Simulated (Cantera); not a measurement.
# Si + CO2 + N2 (thermal oxidation and active oxidation of silicon)

Feed: 1 mol Si, 0.34 mol CO2, 87 mol N2, equilibrated at 1450 °C and 0.0100 bar.

Cantera equilibrium calculation (NASA polynomials, part measured and part estimated; ideal gas, pure solids and liquids). Candidate condensed phases: C, Si, SiC, SiO2, Si2N2O, Si3N4; 34 gas species. Mutual solubility and eutectic melting of coexisting phases are not modelled. Rates play no part.

```
Quantity                                   Result
--------------------------------------  ---------
x(N2)                                       0.992
x(SiO)                                    0.00545
x(CO)                                     0.00233
x(Si)                                     3.78e-5
x(SiN)                                    2.12e-6
x(Si2N)                                   1.43e-6
n(SiC(s))                               0.137 mol
n(Si3N4(s))                             0.128 mol
gas amount                              87.43 mol
log10 activity of Si(l) (absent)            -0.42
log10 activity of C(graphite) (absent)      -1.36
```
